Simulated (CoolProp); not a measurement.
Vapour-liquid equilibrium of CHF3 (R23) (1) + isobutane (2) at -40.55 °C; x and y are mole fractions of (1).

Model: multi-fluid Helmholtz-energy mixture model, Penoncello 2003 and Bücker 2006; pair parameters Bell 2016, in CoolProp.

Problem. Give the bubble pressure and the first vapour's composition at x = 0.05, 0.25, 0.35. Is there an azeotrope?

Solution. x = 0.05: 0.1744 MPa, y = 0.838; x = 0.25: 0.5172 MPa, y = 0.946; x = 0.35: 0.5762 MPa, y = 0.952. No azeotrope shows between x = 0.05 and 0.95.

The pair parameters rest on a limited set of measurements; away from them the model extrapolates. With so large a gap from Raoult's law the liquid may split in two, which this calculation doesn't test in full.
